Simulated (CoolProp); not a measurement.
Water along the isotherm 467.75 °C: fugacity coefficient from the reference equation and from simpler models built on Tc = 373.9 °C, pc = 22.06 MPa, ω = 0.344; each cubic takes its own stable root.

The numbers come from the reference Helmholtz-energy equation of state, Wagner 2002 in CoolProp.

| p (MPa) | phase | reference |
|---|---|---|
| 3.68 | gas | 0.9672 |
| 7.35 | gas | 0.9347 |
| 11 | gas | 0.9025 |
| 14.7 | gas | 0.8700 |
| 18.4 | gas | 0.8377 |
| 22.1 | supercritical | 0.8057 |
| 25.7 | supercritical | 0.7749 |
| 29.4 | supercritical | 0.7436 |
| 33.1 | supercritical | 0.7127 |
| 36.8 | supercritical | 0.6825 |
| 40.5 | supercritical | 0.6532 |
| 44.1 | supercritical | 0.6258 |
| 47.8 | supercritical | 0.5992 |
| 51.5 | supercritical | 0.5745 |
| 55.2 | supercritical | 0.5519 |

Q: How far does each simpler model (Redlich-Kwong, Soave-Redlich-Kwong, Peng-Robinson) lie from the reference over these 15 states: mean and median of the absolute difference, and the worst?

A: 
- Redlich-Kwong: mean 2.9 %, median 3.1 %, worst -4.2 % at 467.75 °C and 40.5 MPa
- Soave-Redlich-Kwong: mean 1.8 %, median 0.7 %, worst +6.3 % at 467.75 °C and 55.2 MPa
- Peng-Robinson: mean 2.0 %, median 2.3 %, worst -3.1 % at 467.75 °C and 29.4 MPa
